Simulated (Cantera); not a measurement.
Mixture: 10.7 % CH4, 3.95 % CO, 17.9 % O2, 67.4 % N2, equivalence ratio 1.3, at 1500 Torr, adiabatic and at constant volume. Ignition delay is the time to a rise of 400 K.

Model: GRI-Mech 3.0 (53 species, 325 reactions), integrated in Cantera.

### Question
At T0 = 1300 K, what is the delay, and which 5 reactions control it most (d ln τ / d ln k, from doubling and halving each rate constant)?

### Answer
The delay is 8.70 ms.
```json
[
 {"reaction": "2 CH3 (+M) <=> C2H6 (+M)", "d ln τ / d ln k": "0.62", "faster rate": "lengthens it"},
 {"reaction": "CH3 + O2 <=> CH3O + O", "d ln τ / d ln k": "-0.45", "faster rate": "shortens it"},
 {"reaction": "CH3 + O2 <=> CH2O + OH", "d ln τ / d ln k": "-0.42", "faster rate": "shortens it"},
 {"reaction": "CH2O + O2 <=> HCO + HO2", "d ln τ / d ln k": "-0.29", "faster rate": "shortens it"},
 {"reaction": "CH3 + HO2 <=> CH3O + OH", "d ln τ / d ln k": "-0.28", "faster rate": "shortens it"}
]
```
